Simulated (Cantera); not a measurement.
## Silicon epitaxy and polysilicon growth: SiH₂Cl₂ + Cl₂ + H₂

Feed: 1 mol SiH₂Cl₂, 0.019 mol Cl₂, a varied amount of H₂, equilibrated at 1425 K and 143 Torr.

These are equilibrium values from Cantera (NASA tables, ideal gas, pure condensed phases), not measurements of a reactor. Candidate condensed phases: Si; 19 gas species. The tables' values for SiCl₃ are old estimates; treat these amounts as uncertain. The numbers say what is thermodynamically allowed, not how fast it happens.

From 17 mol H₂ to 73 mol H₂ the condensed part is Si(s). The main Si-bearing gas is SiCl₂ throughout. The share of Si in condensed phases is highest at 73 mol H₂ (86.2 %) and lowest at 17 mol H₂ (65.3 %).

```tsv
n(H₂) (mol)	x H₂	x HCl	x SiCl₂	x SiCl₃	x SiHCl₃	x SiCl₄	x SiH₂Cl₂	n Si(s)
17	0.915	0.0663	0.0145	0.00181	0.000964	0.000892	0.000159	0.653
22	0.930	0.0568	0.0105	0.00111	0.000597	0.000466	0.000117	0.694
28	0.942	0.0486	0.00755	0.000682	0.000368	0.000242	8.54e-5	0.732
36	0.953	0.0407	0.00525	0.000395	0.000215	0.000117	6.00e-5	0.770
45	0.961	0.0345	0.00373	0.000237	0.000129	5.92e-5	4.30e-5	0.802
57	0.969	0.0286	0.00255	0.000134	7.35e-5	2.78e-5	2.97e-5	0.833
73	0.975	0.0234	0.00169	7.22e-5	3.97e-5	1.21e-5	1.98e-5	0.862
```
x: gas mole fraction; n: condensed amount in mol.
